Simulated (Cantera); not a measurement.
# Ca(OH)2 + H2O (calcination and drying)

Input: 1 mol Ca(OH)2, 4.4 mol H2O, held at 10.0 Torr.

These are equilibrium values from Cantera (NASA tables, ideal gas, pure condensed phases), not measurements of a reactor. Candidate condensed phases: Ca, CaO, Ca(OH)2, H2O; 14 gas species. Rates play no part.

```
T (K)  log p H2O  log p H2  log p OH  log p O2  log p H  log p O  log p Ca(OH)2  n CaO(s)
-----  ---------  --------  --------  --------  -------  -------  -------------  --------
1075       -1.88     -7.25     -8.51     -7.56   -11.46   -12.66         -11.78      1.00
1175       -1.88     -6.56     -7.66     -6.88   -10.19   -11.28         -10.68      1.00
1275       -1.88     -5.98     -6.95     -6.31    -9.12   -10.10          -9.76      1.00
1375       -1.88     -5.48     -6.34     -5.81    -8.21    -9.10          -8.97      1.00
1475       -1.88     -5.05     -5.82     -5.39    -7.41    -8.24          -8.30     1.000
1575       -1.88     -4.67     -5.36     -5.02    -6.72    -7.48          -7.71     1.000
1675       -1.88     -4.34     -4.96     -4.70    -6.11    -6.81          -7.19     1.000
1775       -1.88     -4.05     -4.60     -4.41    -5.56    -6.22          -6.73     1.000
1875       -1.88     -3.79     -4.28     -4.15    -5.08    -5.70          -6.33     1.000
1975       -1.89     -3.55     -4.00     -3.93    -4.64    -5.22          -5.97     1.000
2075       -1.91     -3.34     -3.75     -3.73    -4.25    -4.80          -5.65     0.999
2175       -1.92     -3.16     -3.53     -3.55    -3.89    -4.41          -5.37     0.998
```
log p: log10 of the partial pressure in bar; n: condensed amount in mol.

From 1075 K to 2175 K the condensed part is CaO(s).
